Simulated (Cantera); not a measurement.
A closed system holds: 1 mol Si, 0.44 mol CO2, 6.6 mol H2, equilibrated at 1548 K and 0.133 bar.

Method: chemical equilibrium by Gibbs-energy minimisation in Cantera with the NASA 1993 tables (ideal gas, pure condensed phases). Mutual solubility and eutectic melting of coexisting phases are not modelled. The tables hold silica as quartz up to 1696 K and as liquid above; real silica turns to tridymite and cristobalite and melts near 1996 K. The numbers say what is thermodynamically allowed, not how fast it happens.

```
species                before    after
-------------------  --------  -------
H2                      0.991    0.881
SiO                   0.00906   0.0962
CO                   0.000291   0.0214
Si                    2.38e-7  2.52e-5
H                     8.39e-5  0.00113
SiH2                  2.70e-6  2.32e-5
H2O                   5.39e-6  1.74e-5
Si(s), mol             0.0927        0
SiC(s), mol             0.438    0.280
SiO2(β-quartz), mol     0.409        0
```
Gas species are given as mole fractions.

Name the change that produced these shifts.
A) pressure from 0.133 bar to 6.10 bar
B) CO2 from 0.44 to 0.64 mol
C) temperature from 1548 K to 1825 K
D) temperature from 1548 K to 1400 K

C, temperature from 1548 K to 1825 K. Gases not in the tables: Si2H6 and higher silanes
